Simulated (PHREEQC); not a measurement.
Solution (75 °C): 98 mmol/kgw CuCl2, 2.2 mmol/kgw H2SO4 and 0.68 mmol/kgw H3BO3. Closed to the air; pH follows from the charge balance.

The numbers come from PHREEQC with the ion-association model, wateq4f.dat.

Each row changes one thing in this solution. Precipitation was switched off in this run.

```json
[
 {"case": "as made", "pH": "2.50", "ionic strength (mol/kgw)": "0.197", "Cl- (mol/kgw)": "0.145", "Cu+2 (mol/kgw)": "0.0489", "CuCl+ (mol/kgw)": "0.0456", "CuCl2 (mol/kgw)": "0.00259", "SI of Atacamite (Cu2(OH)3Cl)": "-2.55", "SI of Tenorite (CuO)": "-2.85"},
 {"case": "H3BO3 from 0.00068 to 6.8e-05 mol/kgw", "pH": "2.50", "ionic strength (mol/kgw)": "0.197", "Cl- (mol/kgw)": "0.145", "Cu+2 (mol/kgw)": "0.0489", "CuCl+ (mol/kgw)": "0.0456", "CuCl2 (mol/kgw)": "0.00259", "SI of Atacamite (Cu2(OH)3Cl)": "-2.55", "SI of Tenorite (CuO)": "-2.85"},
 {"case": "H3BO3 from 0.00068 to 0.000748 mol/kgw", "pH": "2.50", "ionic strength (mol/kgw)": "0.197", "Cl- (mol/kgw)": "0.145", "Cu+2 (mol/kgw)": "0.0489", "CuCl+ (mol/kgw)": "0.0456", "CuCl2 (mol/kgw)": "0.00259", "SI of Atacamite (Cu2(OH)3Cl)": "-2.55", "SI of Tenorite (CuO)": "-2.85"},
 {"case": "H3BO3 from 0.00068 to 0.00034 mol/kgw", "pH": "2.50", "ionic strength (mol/kgw)": "0.197", "Cl- (mol/kgw)": "0.145", "Cu+2 (mol/kgw)": "0.0489", "CuCl+ (mol/kgw)": "0.0456", "CuCl2 (mol/kgw)": "0.00259", "SI of Atacamite (Cu2(OH)3Cl)": "-2.55", "SI of Tenorite (CuO)": "-2.85"},
 {"case": "CuCl2 from 0.098 to 0.0098 mol/kgw", "pH": "2.49", "ionic strength (mol/kgw)": "[?]", "Cl- (mol/kgw)": "[?]", "Cu+2 (mol/kgw)": "0.00768", "CuCl+ (mol/kgw)": "0.00156", "CuCl2 (mol/kgw)": "[?]", "SI of Atacamite (Cu2(OH)3Cl)": "-4.53", "SI of Tenorite (CuO)": "[?]"}
]
```

What belongs in the gaps?


- CuCl2 from 0.098 to 0.0098 mol/kgw, ionic strength (mol/kgw): 0.0294
- CuCl2 from 0.098 to 0.0098 mol/kgw, Cl- (mol/kgw): 0.0180
- CuCl2 from 0.098 to 0.0098 mol/kgw, CuCl2 (mol/kgw): 1.65e-5
- CuCl2 from 0.098 to 0.0098 mol/kgw, SI of Tenorite (CuO): -3.44

At this temperature some constants are extrapolated from 25 °C, and those without enthalpy data are left unchanged.
